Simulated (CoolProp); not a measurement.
A simple Rankine cycle with cis-2-butene: condensing at 312.15 K, boiler at 1.16 MPa, turbine inlet 365.4 K, turbine efficiency 0.7, pump efficiency 0.6, no recuperator. Each further row changes one setting.

The numbers come from the reference Helmholtz-energy equation of state, Lemmon 2005 in CoolProp. It is a short technical equation, of lower accuracy than the large ones.

| case | thermal efficiency (%) | net work (kJ/kg) | heat in (kJ/kg) | turbine exit temperature (K) | volume ratio over the turbine |
|---|---|---|---|---|---|
| as stated | 8.3 | 36.1 | 436 | 326.0 | 3.68 |
| turbine inlet 385.4 K | 8.3 | 39.8 | 478 | 348.3 | 3.60 |
| condensing temperature 304.15 K | 9.5 | 43.1 | 454 | 319.9 | 4.65 |
| boiler pressure 0.812 MPa | 6.2 | 28.2 | 451 | 339.4 | 2.48 |
| turbine efficiency 0.6 | 7.0 | 30.6 | 436 | 329.3 | 3.72 |
